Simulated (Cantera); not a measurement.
What does this Cantera script print?

```python
import numpy as np
import cantera as ct

gas = ct.Solution("gri30.yaml")
gas.TPX = 700, 84000, {'CO': 1, 'H2': 0.45, 'O2': 1.12, 'N2': 11.1}
inlet = ct.Reservoir(gas, clone=True)
gas.equilibrate("HP")  # start burning
reactor = ct.IdealGasConstPressureReactor(gas, energy="on", clone=False)
exhaust = ct.Reservoir(gas, clone=True)
tau = [0.12, 0.048, 0.02, 0.0082, 0.0034, 0.0014, 0.00058, 0.00024, 0.0001, 4.1e-05, 1.7e-05][0]
for a, b in ((inlet, reactor), (reactor, exhaust)):
    ct.MassFlowController(a, b, mdot=lambda t: reactor.mass / tau)
net = ct.ReactorNet([reactor])
show = ['CO', 'H2', 'O2', 'H2O2', 'NO']

rows = []
print(f"{'tau/s':>10s}{'T/K':>9s}" + "".join(f"{s:>11s}" for s in show))
for tau in [0.12, 0.048, 0.02, 0.0082, 0.0034, 0.0014, 0.00058, 0.00024, 0.0001, 4.1e-05, 1.7e-05]:
    net.initial_time = 0.0
    net.advance(30 * tau)
    before = gas.X
    net.advance(40 * tau)
    drift = np.max(np.abs(gas.X - before) / (gas.X + 1e-9))
    rows.append([gas.T, *gas[show].X, drift])
    print(f"{tau:10.3e}{gas.T:9.1f}" + "".join(f"{x:11.3e}" for x in gas[show].X))
```

It prints:

```
     tau/s      T/K         CO         H2         O2       H2O2         NO
 1.200e-01   1546.7  1.270e-03  1.492e-04  3.093e-02  9.147e-08  9.939e-06
 4.800e-02   1535.6  2.251e-03  2.624e-04  3.134e-02  1.392e-07  8.704e-06
 2.000e-02   1517.8  3.814e-03  4.383e-04  3.202e-02  2.083e-07  8.678e-06
 8.200e-03   1488.3  6.382e-03  7.111e-04  3.318e-02  3.186e-07  9.528e-06
 3.400e-03   1441.9  1.050e-02  1.095e-03  3.514e-02  4.971e-07  1.017e-05
 1.400e-03   1365.3  1.797e-02  1.645e-03  3.890e-02  8.047e-07  8.538e-06
 5.800e-04   1212.1  3.584e-02  3.269e-03  4.871e-02  1.421e-06  2.725e-06
 2.400e-04    700.0  7.315e-02  3.292e-02  8.193e-02  4.244e-18  3.181e-20
 1.000e-04    700.0  7.315e-02  3.292e-02  8.193e-02  3.116e-19 -2.740e-25
 4.100e-05    700.0  7.315e-02  3.292e-02  8.193e-02  2.964e-20  1.715e-29
 1.700e-05    700.0  7.315e-02  3.292e-02  8.193e-02  2.446e-21  1.907e-33
```

Computed with Cantera and GRI-Mech 3.0 (53 species, 325 reactions).
